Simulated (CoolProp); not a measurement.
CHF3 (R23) along the isotherm 262.1 K: Z from the reference equation and from simpler models built on Tc = 299.3 K, pc = 4.832 MPa, ω = 0.263; each cubic takes its own stable root.

Model: reference Helmholtz-energy equation of state, Penoncello 2003, in CoolProp.

```json
[
 {"p (MPa)": "2.68", "phase": "liquid", "reference": "0.07670", "van der Waals": "0.6854", "Redlich-Kwong": "0.09884", "Soave-Redlich-Kwong": "0.09354"},
 {"p (MPa)": "5.37", "phase": "liquid", "reference": "0.1501", "van der Waals": "0.2543", "Redlich-Kwong": "0.1879", "Soave-Redlich-Kwong": "0.1803"},
 {"p (MPa)": "8.05", "phase": "liquid", "reference": "0.2209", "van der Waals": "0.3643", "Redlich-Kwong": "___", "Soave-Redlich-Kwong": "0.2624"},
 {"p (MPa)": "10.7", "phase": "liquid", "reference": "0.2891", "van der Waals": "0.4691", "Redlich-Kwong": "0.3506", "Soave-Redlich-Kwong": "___"},
 {"p (MPa)": "13.4", "phase": "liquid", "reference": "0.3571", "van der Waals": "___", "Redlich-Kwong": "0.4287", "Soave-Redlich-Kwong": "0.4180"},
 {"p (MPa)": "16.1", "phase": "liquid", "reference": "0.4239", "van der Waals": "0.6744", "Redlich-Kwong": "0.5047", "Soave-Redlich-Kwong": "___"},
 {"p (MPa)": "18.8", "phase": "liquid", "reference": "___", "van der Waals": "0.7741", "Redlich-Kwong": "0.5790", "Soave-Redlich-Kwong": "0.5674"},
 {"p (MPa)": "21.5", "phase": "liquid", "reference": "___", "van der Waals": "0.8723", "Redlich-Kwong": "0.6520", "Soave-Redlich-Kwong": "0.6400"},
 {"p (MPa)": "24.2", "phase": "liquid", "reference": "0.6183", "van der Waals": "0.9691", "Redlich-Kwong": "0.7238", "Soave-Redlich-Kwong": "0.7116"}
]
```

Q: What belongs in the gaps?

A: 
- 8.05, Redlich-Kwong: 0.2714
- 10.7, Soave-Redlich-Kwong: 0.3406
- 13.4, van der Waals: 0.5729
- 16.1, Soave-Redlich-Kwong: 0.4935
- 18.8, reference: 0.4896
- 21.5, reference: 0.5543

At some of these states van der Waals gives the other phase, because its saturation line lies elsewhere.
